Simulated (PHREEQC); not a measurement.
A made-up water analysis in mg/L, 20 °C, pH 6.38, pe -1.5:

```csv
constituent,mg/L
Na,5150
K,177
Ca,155
Mg,848
Cl,10400
S(6) as SO4,840
Alkalinity as HCO3,2.82e-08
Mn(2),11.1
N(-3) as NH4,12.7
```

Valence states are taken as typed.

Computed with PHREEQC (ion-association model, phreeqc.dat).

No solid was allowed to form.

### Question
What activity of water, charge-balance error, density does the model give?

### Answer
activity of water 0.990; charge-balance error -0.6 %; density 1.011 g/cm³.

### Question
In which forms is C present?

### Answer
HCO3- 53 %, CO2 36 %, MgHCO3+ 6.6 %, NaHCO3 3.4 %, CaHCO3+ 0.6 % of the C.
